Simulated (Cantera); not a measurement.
Transport properties of process gases

Gas mixture: 100 % N₂O, at 150000 Pa, frozen composition.

Cantera's kinetic-theory transport with the Lennard-Jones parameters of GRI-Mech 3.0, ideal gas; thermal conductivity in the multicomponent form. The composition is frozen, though it would react at the higher temperatures.

| T (K) | ρ (kg/m³) | cp (J/kg/K) | μ (µPa s) | λ (mW/m/K) | Pr | D (cm²/s) NO | D (cm²/s) H | D (cm²/s) O |
|---|---|---|---|---|---|---|---|---|
| 400 | 1.99 | 970.3 | 19.5 | 25.3 | 0.746 | 0.174 | 1.12 | 0.284 |
| 550 | 1.44 | 1073 | 25.5 | 36.7 | 0.745 | 0.306 | 1.99 | 0.495 |
| 700 | 1.13 | 1150 | 30.8 | 47.7 | 0.743 | 0.464 | 3.03 | 0.749 |
| 850 | 0.934 | 1210 | 35.6 | 58.1 | 0.741 | 0.646 | 4.24 | 1.04 |
| 1000 | 0.794 | 1255 | 40.0 | 67.9 | 0.740 | 0.850 | 5.59 | 1.37 |
| 1150 | 0.690 | 1285 | 44.1 | 76.8 | 0.738 | 1.07 | 7.08 | 1.73 |
D: mixture-averaged diffusion coefficient of that species in the mixture.
